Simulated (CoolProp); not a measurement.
Saturation properties of R236FA (Tc = 124.9 °C, pc = 3191 kPa, ω = 0.377).

Model: reference Helmholtz-energy equation of state, Pan 2012, in CoolProp.

```
T (°C)  p (kPa)  enthalpy of vaporisation (kJ/kg)  surface tension (mN/m)  liquid conductivity (mW/(m K))
------  -------  --------------------------------  ----------------------  ------------------------------
-70.65    1.594                             193.0                    22.2                             104
-66.15    2.325                             190.7                    21.5                             103
-61.75      [?]                             188.5                    20.9                             101
-57.35    4.597                             186.3                    20.3                            99.5
-52.95    6.302                             184.2                    19.7                            97.9
-48.45    8.564                             182.0                    19.1                            96.3
-44.05    11.39                             179.9                    18.5                            94.8
-39.65    14.96                             177.8                     [?]                            93.3
-35.25    19.39                             175.7                    17.3                            91.8
-30.75    24.98                             173.6                    16.7                            90.3
-26.35    31.65                             171.5                    16.1                            88.8
-21.95    39.70                               [?]                     [?]                            87.4
-17.55    49.32                             167.3                    14.9                            86.0
-13.15    60.73                             165.1                    14.4                            84.6
```

Q: Some entries are withheld; supply them.

A: 
- -61.75, p (kPa): 3.298
- -39.65, surface tension (mN/m): 17.9
- -21.95, enthalpy of vaporisation (kJ/kg): 169.4
- -21.95, surface tension (mN/m): 15.5

It boils at -1.5 °C under 1 atm.

Thermal conductivity comes from a separate model (Huber 2003), an estimate that may be off by 10 % or more. Surface tension comes from a separate correlation (Mulero 2012).
